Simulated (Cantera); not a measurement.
What does this Cantera script print?

```python
import numpy as np
import cantera as ct

surf = ct.Interface("diamond.yaml", "diamond_100")
gas, bulk = surf.adjacent["gas"], surf.adjacent["diamond"]
k = surf.kinetics_species_index(bulk.species_names[0])
cover = ["c6HH", "c6H*", "c6*H", "c6**", "c6HM", "c6B"]

rows, drift = [], 0.0
print(f"{'xH':>10s}{'um/h':>11s}" + "".join(f"{s:>11s}" for s in cover))
for v in [0.0001, 0.00021, 0.00046, 0.00099, 0.0021, 0.0046, 0.0098, 0.021, 0.045]:
    T, P, xH, xCH3 = 1025, 1300, v, 0.00011
    gas.TPX = T, P, {"H": xH, "CH3": xCH3, "CH4": 0.0077, "H2": 1 - xH - xCH3 - 0.0077}
    surf.TP = bulk.TP = T, P
    surf.coverages = "c6H*:0.1, c6HH:0.9"
    surf.advance_coverages(100.0)
    before = surf.coverages
    surf.advance_coverages(100.0)
    drift = max(drift, np.max(np.abs(surf.coverages - before) / (surf.coverages + 1e-9)))
    rate = surf.net_production_rates[k] * bulk.mean_molecular_weight / bulk.density * 3.6e9
    rows.append([rate, *surf[cover].coverages])
    print(f"{v:10.4g}{rate:11.4e}" + "".join(f"{x:11.3e}" for x in rows[-1][1:]))
```

Output:

```
        xH       um/h       c6HH       c6H*       c6*H       c6**       c6HM        c6B
    0.0001 4.9134e-02  5.970e-01  1.785e-02  3.412e-01  4.545e-03  2.657e-02  1.333e-10
   0.00021 1.0249e-01  5.744e-01  1.880e-02  3.594e-01  6.733e-03  2.802e-02  2.781e-10
   0.00046 2.0161e-01  5.639e-01  1.937e-02  3.702e-01  8.683e-03  2.641e-02  5.471e-10
   0.00099 3.4437e-01  5.621e-01  1.975e-02  3.775e-01  9.985e-03  2.158e-02  9.345e-10
    0.0021 5.0430e-01  5.645e-01  2.005e-02  3.833e-01  1.077e-02  1.513e-02  1.368e-09
    0.0046 6.4859e-01  5.680e-01  2.030e-02  3.878e-01  1.124e-02  8.955e-03  1.760e-09
    0.0098 7.4280e-01  5.707e-01  2.046e-02  3.906e-01  1.148e-02  4.832e-03  2.016e-09
     0.021 7.9741e-01  5.723e-01  2.057e-02  3.921e-01  1.161e-02  2.425e-03  2.164e-09
     0.045 8.2594e-01  5.731e-01  2.068e-02  3.929e-01  1.168e-02  1.173e-03  2.241e-09
```

Cantera simulation using the Harris–Goodwin 1993 mechanism for the reconstructed diamond (100) surface; the numbers are that mechanism's predictions, not measurements.
